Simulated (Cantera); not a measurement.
Charge: 1 mol CCl4, 0.061 mol Si, 4.9 mol H2, equilibrated at 1300 K and 10000 Pa.

Method: chemical equilibrium by Gibbs-energy minimisation in Cantera with the NASA 1993 tables (ideal gas, pure condensed phases). Candidate condensed phases: C, C6H6, C7H8, C8H18, Si, SiC; 109 gas species. The tables' values for SiCl3 are old estimates; treat these amounts as uncertain. Rates play no part.

Base state: HCl 0.550, H2 0.441, SiCl4 0.00800, SiCl3 0.000464, SiHCl3 0.000292, SiCl2 0.000159, CH4 0.000153 (mole fractions); condensed: C(graphite).

Q: What changes in the equilibrium state with this change: Si from 0.061 to 0.082 mol?

A: 
```json
[
 {"species": "HCl", "before": "0.550", "after": "0.540"},
 {"species": "H2", "before": "0.441", "after": "0.448"},
 {"species": "SiCl4", "before": "0.00800", "after": "0.0107"},
 {"species": "SiCl2", "before": "0.000159", "after": "0.000226"},
 {"species": "SiHCl3", "before": "0.000292", "after": "0.000406"},
 {"species": "SiCl3", "before": "0.000464", "after": "0.000640"},
 {"species": "C(graphite), mol", "before": "0.999", "after": "0.999"}
]
```
